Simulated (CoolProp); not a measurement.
A single-stage vapour-compression cycle with R22: evaporating at 280.15 K (dew point), condensing at 309.15 K (bubble point), superheat 8 K, subcooling 5 K, compressor efficiency 0.6, no pressure losses. Each further row changes one setting.

Values from CoolProp's reference Helmholtz-energy equation of state, Kamei 1995.

```tsv
case	cooling COP	pressure ratio	discharge temperature (K)	refrigerating effect (kJ/kg)	volumetric capacity (kJ/m³)
as stated	5.11	2.24	346.2	176	4430
evaporating temperature 285.15 K	6.39	1.92	340.5	178	5190
condensing temperature 304.15 K	6.32	1.97	336.8	182	4590
subcooling 10 K	5.29	2.24	346.2	182	4590
superheat 18 K	5.06	2.24	357.4	183	4400
compressor efficiency 0.5	4.26	2.24	354.5	176	4430
```
